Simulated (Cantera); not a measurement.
## Moist CO burnout

An isothermal, constant-pressure homogeneous reactor starts with CO : O2 : H2O : N2 = 0.017 : 0.016 : 2.5e-05 : 1 (molar parts), at 1050 K and 1.00 bar.

Detailed kinetics in Cantera: GRI-Mech 3.0 (53 species, 325 reactions).

```csv
t (s),x CO,x O2,x H2O,x H2,x OH,x CO2,x NO
4.00e-6,0.0165,0.0155,2.42e-5,<1e-12,<1e-12,3.28e-12,<1e-12
1.07e-5,0.0165,0.0155,2.42e-5,<1e-12,<1e-12,8.82e-12,<1e-12
2.88e-5,0.0165,0.0155,2.42e-5,<1e-12,<1e-12,2.37e-11,<1e-12
7.72e-5,0.0165,0.0155,2.42e-5,<1e-12,<1e-12,6.40e-11,<1e-12
0.000207,0.0165,0.0155,2.42e-5,<1e-12,<1e-12,1.75e-10,<1e-12
0.000556,0.0165,0.0155,2.42e-5,<1e-12,<1e-12,4.88e-10,<1e-12
0.00149,0.0165,0.0155,2.42e-5,<1e-12,<1e-12,1.44e-9,<1e-12
0.00400,0.0165,0.0155,2.42e-5,<1e-12,<1e-12,4.56e-9,<1e-12
0.0107,0.0165,0.0155,2.42e-5,<1e-12,1.45e-12,1.51e-8,<1e-12
0.0288,0.0165,0.0155,2.42e-5,<1e-12,4.33e-12,4.86e-8,<1e-12
0.0772,0.0165,0.0155,2.42e-5,1.43e-12,1.33e-11,1.64e-7,<1e-12
0.207,0.0165,0.0155,2.42e-5,1.63e-11,4.98e-11,7.14e-7,<1e-12
0.556,0.0165,0.0155,2.42e-5,5.50e-10,3.42e-10,6.23e-6,<1e-12
1.49,0.0163,0.0154,2.40e-5,8.48e-8,3.07e-9,0.000140,1.92e-11
4.00,0.0153,0.0149,2.35e-5,5.38e-7,6.96e-9,0.00113,1.13e-9
```
x: mole fraction; the columns are a selection and need not sum to one.

Equilibrium at this temperature and pressure: CO 6.00e-11, O2 0.00731, H2O 2.44e-5, H2 <1e-12, OH 1.97e-9, CO2 0.0166, NO 1.10e-5 (gas phase only).
